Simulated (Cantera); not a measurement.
A closed system holds: 1 mol CuF2, 1.6 mol H2, a varied amount of N2, held at 3.50 Pa.

Equilibrium computed with Cantera from the NASA thermochemical tables; the gas is ideal and each condensed phase is pure. Candidate condensed phases: Cu, CuF2; 25 gas species. Rates play no part.

Q: What condenses at these points (T in K, n(N2) in mol): (1448, 51); (1298, 320); (1598, 15); (1373, 51); (1298, 15)?

A: 
| T (K) | n(N2) in mol | condensed phases | Cu condensed (%) |
|---|---|---|---|
| 1448 | 51 | gas only | 0.0 |
| 1298 | 320 | gas only | 0.0 |
| 1598 | 15 | gas only | 0.0 |
| 1373 | 51 | gas only | 0.0 |
| 1298 | 15 | Cu | 92.3 |
